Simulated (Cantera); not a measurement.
Feed: 1 mol SiCl4, 10 mol NH3, 2.1 mol H2, equilibrated at 1073.15 K and 60.0 Pa.

These are equilibrium values from Cantera (NASA tables, ideal gas, pure condensed phases), not measurements of a reactor. Candidate condensed phases: NH4Cl, Si, Si3N4; 28 gas species. The tables' values for SiCl3 are old estimates; treat these amounts as uncertain. The numbers say what is thermodynamically allowed, not how fast it happens.

Base state: H2 0.645, N2 0.185, HCl 0.170, SiCl4 0.000120, SiCl2 1.87e-5, SiCl3 1.19e-5 (mole fractions); condensed: Si3N4(s).

What changes in the equilibrium state with this change: temperature from 1073.15 K to 1375 K?


```tsv
species	before	after
H2	0.645	0.650
N2	0.185	0.190
HCl	0.170	0.150
SiCl2	1.87e-5	0.00927
H	4.61e-7	0.000113
Cl	1.10e-7	2.16e-5
SiCl3	1.19e-5	0.000254
Si3N4(s), mol	0.332	0.258
```
